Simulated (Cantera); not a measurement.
Input: 1 mol SiH₂Cl₂, 240 mol N₂, at 1373 K and 23.0 mbar.

Method: chemical equilibrium by Gibbs-energy minimisation in Cantera with the NASA 1993 tables (ideal gas, pure condensed phases). Candidate condensed phases: NH₄Cl, Si, Si₃N₄; 28 gas species. N₂ is the only nitrogen source here; it is nearly inert below about 1500 K, so the nitride shown seldom forms there in practice. The tables' values for SiCl₃ are old estimates; treat these amounts as uncertain. The numbers say what is thermodynamically allowed, not how fast it happens.

**Question.** What is the equilibrium state?

**Answer.** 
- x(N₂): 0.992
- x(HCl): 0.00672
- x(H₂): 0.000783
- x(SiCl₂): 0.000436
- x(SiCl₄): 9.95e-5
- x(SiCl₃): 9.69e-5
- x(Cl): 4.37e-6
- n(Si₃N₄(s)): 0.282 mol
- gas amount: 241.4 mol
- log10 activity of Si(s) (absent): -2.58
